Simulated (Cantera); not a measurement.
Stirred combustor or abatement burner

A perfectly stirred reactor is fed with 7.60 % CH4, 1.06 % C2H6, 1.14 % C3H8, 18.9 % O2, 71.3 % N2, equivalence ratio 1.3, at 120000 Pa; it is adiabatic with a 675 K inlet, and is followed from long to short residence time, starting on the burning branch (τ in s: 0.23, 0.096, 0.041, 0.017, 0.0073, 0.0031, 0.0013, 0.00055, 0.00023, 9.9e-05, 4.2e-05, 1.8e-05).

Model: GRI-Mech 3.0 (53 species, 325 reactions), integrated in Cantera. GRI-Mech 3.0 was tuned for natural gas; its chemistry of propane as a main component is partial and can be far from experiment.

```json
[
 {"τ (s)": "0.23", "T (K)": "2331", "x CH4": "2.85e-6", "x C2H6": "1.16e-8", "x C3H8": "1.29e-8", "x H2O2": "1.20e-8", "x C2H2": "1.16e-6"},
 {"τ (s)": "0.096", "T (K)": "2326", "x CH4": "5.42e-6", "x C2H6": "2.71e-8", "x C3H8": "2.92e-8", "x H2O2": "1.46e-8", "x C2H2": "2.24e-6"},
 {"τ (s)": "0.041", "T (K)": "2319", "x CH4": "9.19e-6", "x C2H6": "6.07e-8", "x C3H8": "6.27e-8", "x H2O2": "1.92e-8", "x C2H2": "3.82e-6"},
 {"τ (s)": "0.017", "T (K)": "2308", "x CH4": "1.49e-5", "x C2H6": "1.37e-7", "x C3H8": "1.34e-7", "x H2O2": "2.67e-8", "x C2H2": "6.04e-6"},
 {"τ (s)": "0.0073", "T (K)": "2292", "x CH4": "2.34e-5", "x C2H6": "2.95e-7", "x C3H8": "2.70e-7", "x H2O2": "3.71e-8", "x C2H2": "8.89e-6"},
 {"τ (s)": "0.0031", "T (K)": "2271", "x CH4": "3.87e-5", "x C2H6": "6.36e-7", "x C3H8": "5.49e-7", "x H2O2": "5.06e-8", "x C2H2": "1.31e-5"},
 {"τ (s)": "0.0013", "T (K)": "2244", "x CH4": "6.93e-5", "x C2H6": "1.39e-6", "x C3H8": "1.14e-6", "x H2O2": "6.74e-8", "x C2H2": "2.03e-5"},
 {"τ (s)": "0.00055", "T (K)": "2215", "x CH4": "0.000135", "x C2H6": "3.11e-6", "x C3H8": "2.46e-6", "x H2O2": "8.78e-8", "x C2H2": "3.49e-5"},
 {"τ (s)": "0.00023", "T (K)": "2179", "x CH4": "0.000296", "x C2H6": "7.47e-6", "x C3H8": "5.71e-6", "x H2O2": "1.18e-7", "x C2H2": "7.15e-5"},
 {"τ (s)": "9.9e-5", "T (K)": "2127", "x CH4": "0.000746", "x C2H6": "1.99e-5", "x C3H8": "1.48e-5", "x H2O2": "1.85e-7", "x C2H2": "0.000183"},
 {"τ (s)": "4.2e-5", "T (K)": "675", "x CH4": "0.0760", "x C2H6": "0.0106", "x C3H8": "0.0114", "x H2O2": "<1e-12", "x C2H2": "<1e-12"},
 {"τ (s)": "1.8e-5", "T (K)": "675", "x CH4": "0.0760", "x C2H6": "0.0106", "x C3H8": "0.0114", "x H2O2": "<1e-12", "x C2H2": "<1e-12"}
]
```
x: mole fraction; the columns are a selection and need not sum to one.
